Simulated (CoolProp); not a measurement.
1-butene along the isotherm 408.9 K: fugacity coefficient from the reference equation and from simpler models built on Tc = 419.3 K, pc = 4006 kPa, ω = 0.192; each cubic takes its own stable root.

Values from CoolProp's reference Helmholtz-energy equation of state, Lemmon 2005. It is a short technical equation, of lower accuracy than the large ones.

```csv
p (kPa),phase,reference,Redlich-Kwong,Soave-Redlich-Kwong,Peng-Robinson
31.7,gas,0.9970,0.9971,0.9971,0.9968
51.2,gas,0.9952,0.9953,0.9953,0.9948
82.7,gas,0.9922,0.9924,0.9924,0.9916
134,gas,0.9874,0.9878,0.9877,0.9864
216,gas,0.9798,0.9803,0.9802,0.9781
349,gas,0.9674,0.9683,0.9680,0.9647
563,gas,0.9475,0.9490,0.9485,0.9433
910,gas,0.9154,(withheld),(withheld),0.9091
1470,gas,0.8640,(withheld),0.8672,0.8550
2370,gas,0.7815,0.7892,0.7873,0.7698
3840,liquid,(withheld),0.6355,0.6279,(withheld)
6200,liquid,0.4179,0.4412,(withheld),0.4153
10000,liquid,0.2984,(withheld),0.3165,0.2971
```

Task: Complete the blanks.

Result: 
- 910, Redlich-Kwong: 0.9179
- 910, Soave-Redlich-Kwong: 0.9172
- 1470, Redlich-Kwong: 0.8683
- 3840, reference: 0.6138
- 3840, Peng-Robinson: 0.6064
- 6200, Soave-Redlich-Kwong: 0.4351
- 10000, Redlich-Kwong: 0.3213
